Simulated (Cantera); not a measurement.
A freely propagating, adiabatic, planar premixed flame of CH₄ : O₂ : N₂ = 1 : 2.53 : 9.52 (molar parts), equivalence ratio 0.79, unburnt at 500 K and 0.170 bar; mixture-averaged transport, grid criteria slope 0.08 and curve 0.16, no radiation.

Cantera simulation using GRI-Mech 3.0 (53 species, 325 reactions); the numbers are that mechanism's predictions, not measurements. Burning velocities carry a grid error of a few per cent, more on coarse grids.

Question: Predict: laminar burning velocity; thermal thickness; peak x(HCO); peak x(C₂H₆).

Answer: 
- laminar burning velocity: 113 cm/s
- thermal thickness: 1.80 mm
- peak x(HCO): 5.84e-5
- peak x(C₂H₆): 0.000648
